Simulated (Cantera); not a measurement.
Mixture: CH4 : C2H6 : O2 : N2 = 1 : 0.19 : 5.33 : 20 (molar parts), equivalence ratio 0.50, at 950000 Pa, adiabatic and at constant volume. Ignition delay is the time to a rise of 400 K.

Model: GRI-Mech 3.0 (53 species, 325 reactions), integrated in Cantera.

**Question.** What does this change do: pressure from 950000 Pa to 2200000 Pa?

**Answer.** 
| quantity | before | after |
|---|---|---|
| delay at 1298 K | 0.232 ms | 0.156 ms |
| delay at 1373 K | 0.101 ms | 66.1 µs |
| delay at 1448 K | 49.8 µs | 31.6 µs |
| delay at 1523 K | 26.9 µs | 16.6 µs |
| delay at 1598 K | 15.6 µs | 9.39 µs |
| delay at 1673 K | 9.48 µs | 5.63 µs |
| delay at 1748 K | 6.06 µs | 3.54 µs |
| apparent activation energy between 1598 and 1748 K | 150 kJ/mol | 150 kJ/mol |
The pressure lies above the range GRI-Mech 3.0 was tuned for (to about 10 atm).

**Question.** What does this change do: constant pressure in place of constant volume?

**Answer.** 
```
quantity                                                before       after
--------------------------------------------------  ----------  ----------
delay at 1298 K                                       0.232 ms    0.250 ms
delay at 1373 K                                       0.101 ms    0.110 ms
delay at 1448 K                                        49.8 µs     54.8 µs
delay at 1523 K                                        26.9 µs     29.8 µs
delay at 1598 K                                        15.6 µs     17.4 µs
delay at 1673 K                                        9.48 µs     10.6 µs
delay at 1748 K                                        6.06 µs     6.84 µs
apparent activation energy between 1598 and 1748 K  150 kJ/mol  140 kJ/mol
```

**Question.** What does this change do: C2H6 0.19 to 0.28 parts?

**Answer.** 
| quantity | before | after |
|---|---|---|
| delay at 1298 K | 0.232 ms | 0.206 ms |
| delay at 1373 K | 0.101 ms | 84.8 µs |
| delay at 1448 K | 49.8 µs | 40.7 µs |
| delay at 1523 K | 26.9 µs | 21.8 µs |
| delay at 1598 K | 15.6 µs | 12.7 µs |
| delay at 1673 K | 9.48 µs | 7.84 µs |
| delay at 1748 K | 6.06 µs | 5.07 µs |
| apparent activation energy between 1598 and 1748 K | 150 kJ/mol | 140 kJ/mol |
